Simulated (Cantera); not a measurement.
An adiabatic, constant-pressure homogeneous reactor starts with 2.79 % CH4, 10.2 % O2, 50.8 % N2, 36.3 % CO2, at 1075 K and 1000000 Pa.

Computed with Cantera and GRI-Mech 3.0 (53 species, 325 reactions).

Q: Predict: time of steepest temperature rise; temperature at 1.00 s; equilibrium temperature; x(O2) at 1.00 s; x(CO2) at 1.00 s; x(OH) at 1.00 s; x(N2O) at 1.00 s; x(H2) at 1.00 s.

A: 
```
Item                                                                 Value
---------------------------------  ---------------------------------------
time of steepest temperature rise                                  41.6 ms
temperature at 1.00 s                                               1584 K
equilibrium temperature                                             1583 K
x(O2) at 1.00 s                      0.0458 (gas-phase equilibrium 0.0454)
x(CO2) at 1.00 s                       0.391 (gas-phase equilibrium 0.391)
x(OH) at 1.00 s                    4.52e-5 (gas-phase equilibrium 4.46e-5)
x(N2O) at 1.00 s                   1.03e-7 (gas-phase equilibrium 1.03e-7)
x(H2) at 1.00 s                    4.58e-7 (gas-phase equilibrium 4.52e-7)
```
